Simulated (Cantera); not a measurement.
An isothermal, constant-pressure homogeneous reactor starts with C₂H₄ : H₂ = 1 : 50 (molar parts), at 1150 K and 0.0110 bar. Integrator tolerance rtol = 1e-08.

Cantera simulation using GRI-Mech 3.0 (53 species, 325 reactions); the numbers are that mechanism's predictions, not measurements. GRI-Mech 3.0 was tuned for natural gas; its chemistry of ethylene as a main component is partial and can be far from experiment. GRI-Mech 3.0 stops at C3 and has no aromatics, soot or wall deposition, so with more carbon than oxygen in the feed, carbon stays in small species such as C2H2 where larger ones or solid carbon would form. Radical loss at walls, strong at low pressure, is not modelled.

### Question
What does this change do: pressure from 0.0110 bar to 0.0133 bar?

### Answer
| quantity | before | after |
|---|---|---|
| x(C₂H₄) at 100 s | 0.00585 (gas-phase equilibrium 0.000272) | 0.00558 (gas-phase equilibrium 0.000233) |
| x(H₂) at 100 s | 0.980 (gas-phase equilibrium 0.961) | 0.980 (gas-phase equilibrium 0.961) |
| x(CH₃) at 100 s | 6.98e-8 (gas-phase equilibrium 5.12e-7) | 1.02e-7 (gas-phase equilibrium 4.73e-7) |
| x(C₂H₆) at 100 s | 1.64e-5 (gas-phase equilibrium 8.16e-7) | 1.90e-5 (gas-phase equilibrium 8.45e-7) |
| x(CH₄) at 100 s | 0.000968 (gas-phase equilibrium 0.0375) | 0.00139 (gas-phase equilibrium 0.0381) |
| x(H) at 100 s | 3.68e-6 (gas-phase equilibrium 7.02e-7) | 3.78e-6 (gas-phase equilibrium 6.38e-7) |
| x(CH₂) at 100 s | <1e-12 (gas-phase equilibrium <1e-12) | <1e-12 (gas-phase equilibrium <1e-12) |

### Question
What does this change do: H2 50 to 7.3 parts?

### Answer
```csv
quantity,before,after
x(C₂H₄) at 100 s,0.00585 (gas-phase equilibrium 0.000272),0.0331 (gas-phase equilibrium 0.00811)
x(H₂) at 100 s,0.980 (gas-phase equilibrium 0.961),0.886 (gas-phase equilibrium 0.790)
x(CH₃) at 100 s,6.98e-8 (gas-phase equilibrium 5.12e-7),3.42e-7 (gas-phase equilibrium 2.53e-6)
x(C₂H₆) at 100 s,1.64e-5 (gas-phase equilibrium 8.16e-7),8.43e-5 (gas-phase equilibrium 2.00e-5)
x(CH₄) at 100 s,0.000968 (gas-phase equilibrium 0.0375),0.00477 (gas-phase equilibrium 0.168)
x(H) at 100 s,3.68e-6 (gas-phase equilibrium 7.02e-7),3.30e-6 (gas-phase equilibrium 6.36e-7)
x(CH₂) at 100 s,<1e-12 (gas-phase equilibrium <1e-12),<1e-12 (gas-phase equilibrium <1e-12)
```

### Question
What does this change do: pressure from 0.0110 bar to 0.000350 bar?

### Answer
```tsv
quantity	before	after
x(C₂H₄) at 100 s	0.00585 (gas-phase equilibrium 0.000272)	0.0195 (gas-phase equilibrium 0.000155)
x(H₂) at 100 s	0.980 (gas-phase equilibrium 0.961)	0.980 (gas-phase equilibrium 0.978)
x(CH₃) at 100 s	6.98e-8 (gas-phase equilibrium 5.12e-7)	1.04e-12 (gas-phase equilibrium 3.89e-7)
x(C₂H₆) at 100 s	1.64e-5 (gas-phase equilibrium 8.16e-7)	1.36e-8 (gas-phase equilibrium 1.50e-8)
x(CH₄) at 100 s	0.000968 (gas-phase equilibrium 0.0375)	3.70e-9 (gas-phase equilibrium 0.00513)
x(H) at 100 s	3.68e-6 (gas-phase equilibrium 7.02e-7)	2.05e-8 (gas-phase equilibrium 3.97e-6)
x(CH₂) at 100 s	<1e-12 (gas-phase equilibrium <1e-12)	<1e-12 (gas-phase equilibrium <1e-12)
```
